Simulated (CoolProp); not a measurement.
Vapour-liquid equilibrium of acetone (1) + toluene (2) at 0.23 MPa; x and y are mole fractions of (1).

Model: multi-fluid Helmholtz-energy mixture model, Lemmon 2006 and Lemmon 2006; pair parameters Bell 2016, in CoolProp.

```
x     bubble temperature, mixture model (°C)  bubble temperature, Raoult's law (°C)  y, mixture model  y, Raoult's law
----  --------------------------------------  -------------------------------------  ----------------  ---------------
0.05                                   133.0                                  135.8             0.225            0.186
0.2                                    115.2                                  120.7             0.569            0.534
0.35                                   104.8                                  109.7             0.723            0.721
0.5                                     97.8                                  101.1             0.814            0.833
0.65                                    92.3                                   94.3             0.880            0.905
0.8                                     87.7                                   88.6             0.934            0.955
0.95                                    83.6                                   83.7             0.984            0.990
```

The largest gap from Raoult's law is -5.5 K in bubble temperature, at x = 0.2. No azeotrope shows between x = 0.05 and 0.95.

Pair parameters are fitted to limited data, so mixtures are less certain than the pure fluids.
